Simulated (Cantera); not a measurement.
A perfectly stirred reactor is fed with CH₄ : O₂ : N₂ = 0.0051 : 0.034 : 1 (molar parts), equivalence ratio 0.30, at 4.93 atm; it is held at 1175 K, and followed from long to short residence time.

Model: GRI-Mech 3.0 (53 species, 325 reactions), integrated in Cantera.

**Question.** What does this change do: temperature 1175 to 1475 K?

**Answer.** 
```json
[
 {"quantity": "x(CH₄) at τ = 20.0 s", "before": "6.88e-6", "after": "1.54e-7"},
 {"quantity": "x(O₂) at τ = 20.0 s", "before": "0.0229", "after": "0.0229"},
 {"quantity": "x(HCO) at τ = 20.0 s", "before": "9.99e-12", "after": "4.23e-12"},
 {"quantity": "x(C₂H) at τ = 20.0 s", "before": "<1e-12", "after": "<1e-12"},
 {"quantity": "x(CH₃) at τ = 20.0 s", "before": "1.03e-7", "after": "1.50e-8"},
 {"quantity": "x(CH₄) at τ = 0.140 s", "before": "0.000179", "after": "5.31e-6"},
 {"quantity": "x(O₂) at τ = 0.140 s", "before": "0.0238", "after": "0.0229"},
 {"quantity": "x(HCO) at τ = 0.140 s", "before": "1.42e-9", "after": "5.70e-10"},
 {"quantity": "x(C₂H) at τ = 0.140 s", "before": "<1e-12", "after": "<1e-12"},
 {"quantity": "x(CH₃) at τ = 0.140 s", "before": "1.66e-6", "after": "5.37e-7"}
]
```

**Question.** What does this change do: temperature 1175 to 1048 K?

**Answer.** 
```tsv
quantity	before	after
x(CH₄) at τ = 20.0 s	6.88e-6	5.41e-5
x(O₂) at τ = 20.0 s	0.0229	0.0232
x(HCO) at τ = 20.0 s	9.99e-12	1.30e-11
x(C₂H) at τ = 20.0 s	<1e-12	<1e-12
x(CH₃) at τ = 20.0 s	1.03e-7	8.39e-8
x(CH₄) at τ = 0.140 s	0.000179	0.00107
x(O₂) at τ = 0.140 s	0.0238	0.0263
x(HCO) at τ = 0.140 s	1.42e-9	1.28e-9
x(C₂H) at τ = 0.140 s	<1e-12	<1e-12
x(CH₃) at τ = 0.140 s	1.66e-6	1.20e-6
```
